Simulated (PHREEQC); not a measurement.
PHREEQC input (ion-association model, wateq4f.dat):

```
SOLUTION_MASTER_SPECIES
  An  An-  0  An  62.0  # stands for a non-complexing anion
SOLUTION_SPECIES
  An- = An-
    -log_k 0
    -gamma 3.0 0
PHASES
  Fix_H+
    H+ = H+
    -log_k 0
SOLUTION 1
  temp 25
  units mmol/kgw
  pH 7 charge
  B 0.0013
  Na 50
  An 50
END
SELECTED_OUTPUT 1
  -reset false
  -pH true
  -pe true
  -ionic_strength true
  -water true
  -totals B Na
  -molalities Hfo_wOH Hfo_wOH2+ Hfo_wO- Hfo_sOH Hfo_sOH2+ Hfo_sO- Hfo_wH2BO3
USER_PUNCH 1
  -headings sigma psi
  10 PUNCH EDL("sigma", "Hfo"), EDL("psi", "Hfo")
PRINT
  -reset false
USE solution 1
SURFACE 1
  Hfo_wOH 4.04494e-05 600 0.018
  Hfo_sOH 1.01124e-06
EQUILIBRIUM_PHASES 1
  Fix_H+ -3 HAn 10
    -force_equality true
  O2(g) -0.68 10
END
# ... the last block is repeated for the other 16 points of pH, with NaOH or the acid as the point needs
```

Selected output (columns that matter, 17 of 17 rows; pH added in front):

```
pH	mu	B	Na	m_Hfo_wOH	m_Hfo_wOH2+	m_Hfo_wO-	m_Hfo_sOH	m_Hfo_sOH2+	m_Hfo_sO-	m_Hfo_wH2BO3	sigma	psi
3	0.051193	1.3e-06	0.05	1.4519e-06	3.8996e-05	1.2384e-09	3.6298e-08	9.7491e-07	3.0961e-11	7.9756e-12	0.35711	0.16924
3.38	0.050508	1.3e-06	0.05	3.1e-06	3.7344e-05	5.8952e-09	7.7499e-08	9.3359e-07	1.4738e-10	1.7025e-11	0.34194	0.16736
3.75	0.050226	1.3e-06	0.05	5.8154e-06	3.4612e-05	2.2384e-08	1.4539e-07	8.6529e-07	5.5961e-10	3.1936e-11	0.31677	0.16359
4.12	0.050105	1.2999e-06	0.05	9.595e-06	3.0786e-05	6.8507e-08	2.3988e-07	7.6965e-07	1.7127e-09	5.2689e-11	0.28131	0.15757
4.5	0.05005	1.2999e-06	0.05	1.4086e-05	2.619e-05	1.7354e-07	3.5214e-07	6.5476e-07	4.3386e-09	7.7344e-11	0.23826	0.14911
4.88	0.050026	1.2999e-06	0.05	1.8525e-05	2.156e-05	3.6465e-07	4.6313e-07	5.3899e-07	9.1164e-09	1.0172e-10	0.1941	0.13867
5.25	0.050015	1.2999e-06	0.05	2.2316e-05	1.748e-05	6.5269e-07	5.5792e-07	4.3701e-07	1.6317e-08	1.2252e-10	0.15411	0.12695
5.62	0.050009	1.2999e-06	0.05	2.5351e-05	1.4051e-05	1.0478e-06	6.3377e-07	3.5127e-07	2.6196e-08	1.3915e-10	0.11908	0.11395
6	0.050006	1.2998e-06	0.05	2.7637e-05	1.1258e-05	1.5544e-06	6.9094e-07	2.8144e-07	3.8859e-08	1.5164e-10	0.088861	0.099385
6.38	0.050004	1.2998e-06	0.05	2.9173e-05	9.1445e-06	2.132e-06	7.2932e-07	2.2862e-07	5.3301e-08	1.599e-10	0.06422	0.083636
6.75	0.050003	1.2998e-06	0.05	3.0099e-05	7.6301e-06	2.7201e-06	7.5248e-07	1.9075e-07	6.8002e-08	1.6459e-10	0.044965	0.067203
7.12	0.050002	1.2998e-06	0.05	3.063e-05	6.5248e-06	3.2941e-06	7.6577e-07	1.6312e-07	8.2353e-08	1.6659e-10	0.029586	0.049785
7.5	0.050001	1.2998e-06	0.05	3.0913e-05	5.6881e-06	3.8486e-06	7.7282e-07	1.422e-07	9.6216e-08	1.6592e-10	0.016846	0.031067
7.88	0.050001	1.2998e-06	0.05	3.1032e-05	5.0402e-06	4.377e-06	7.7581e-07	1.2601e-07	1.0942e-07	1.6149e-10	0.0060742	0.011793
8.25	0.050002	1.2998e-06	0.050003	3.1043e-05	4.502e-06	4.9038e-06	7.7609e-07	1.1255e-07	1.226e-07	1.5095e-10	-0.0036797	-0.0071837
8.62	0.050006	1.2999e-06	0.050007	3.0957e-05	3.989e-06	5.5035e-06	7.7392e-07	9.9727e-08	1.3759e-07	1.3046e-10	-0.013869	-0.026035
9	0.050014	1.2999e-06	0.050016	3.0725e-05	3.4435e-06	6.2804e-06	7.6814e-07	8.6089e-08	1.5701e-07	9.7708e-11	-0.02598	-0.04493
```

Complexes and solids missing from the database can't appear. The oxide is taken as insoluble; below pH 4 it would dissolve.
